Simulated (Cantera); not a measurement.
Feed: 1 mol B, 0.72 mol NH₃, 4.7 mol H₂, 0.87 mol N₂, at 1050 K and 0.270 Torr.

Cantera equilibrium calculation (NASA polynomials, part measured and part estimated; ideal gas, pure solids and liquids). Candidate condensed phases: B, BN; 15 gas species. Kinetics and transport are ignored.

Base state: H₂ 0.888, N₂ 0.112 (mole fractions); condensed: BN(s).

**Question.** What changes in the equilibrium state with this change: temperature from 1050 K to 1723.15 K?

**Answer.** 
```json
[
 {"species": "H₂", "before": "0.888", "after": "0.879"},
 {"species": "N₂", "before": "0.112", "after": "0.112"},
 {"species": "H", "before": "4.03e-7", "after": "0.00903"},
 {"species": "BH₂", "before": "<1e-9", "after": "1.00e-5"},
 {"species": "BN(s), mol", "before": "1.00", "after": "1.000"}
]
```
The tables' values for BH₂ are old estimates; treat these amounts as uncertain.
